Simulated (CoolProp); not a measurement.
The fluid at 304.52 K and 0.138 MPa is compressed adiabatically to 0.579 MPa with isentropic efficiency 1. The same conditions are run with several fluids, on thermodynamics alone (safety and materials aside).

Values from CoolProp's reference Helmholtz-energy equation of state of each fluid (R21: Platzer 1990; R114: Platzer 1990; R236EA: Rui 2013; cis-2-butene: Lemmon 2005; oxygen: Schmidt 1985). The equations of Platzer and Polt are older, rougher fits.

```
fluid         work (kJ/kg)  final temperature (K)  final density (kg/m³)
------------  ------------  ---------------------  ---------------------
R21                   36.8                  371.1                   21.0
R114                  20.7                  340.5                   40.2
R236EA                23.1                  338.2                   36.2
cis-2-butene          65.2                  354.1                   12.3
oxygen                 140                  453.9                   4.91
```

Above 300 K oxygen's equation is extrapolated.
